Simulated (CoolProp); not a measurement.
Properties of R22 along the isotherm 290.4 K (Tc = 369.3 K, pc = 4990 kPa, ω = 0.221).

Model: reference Helmholtz-energy equation of state, Kamei 1995, in CoolProp.

```
p (kPa)   phase  density (kg/m³)  expansivity (1/kK)  viscosity (µPa s)
-------  ------  ---------------  ------------------  -----------------
780         gas            32.46               5.785               13.5
1560     liquid             1224               3.090                141
2340     liquid             1228               3.020                143
3120     liquid             1232               2.955                145
3900     liquid             1236               2.895                147
4680     liquid             1239               2.838                149
5460     liquid             1243               2.784                151
6240     liquid             1246               2.734                153
7020     liquid             1250               2.686                155
7800     liquid             1253               2.641                156
8580     liquid             1256               2.598                158
9360     liquid             1259               2.557                160
10100    liquid             1262               2.520                162
10900    liquid             1265               2.482                164
11700    liquid             1268               2.446                165
12500    liquid             1271               2.411                167
```

Viscosity comes from a separate model (Bell 2016), an estimate that may be off by 10 % or more.
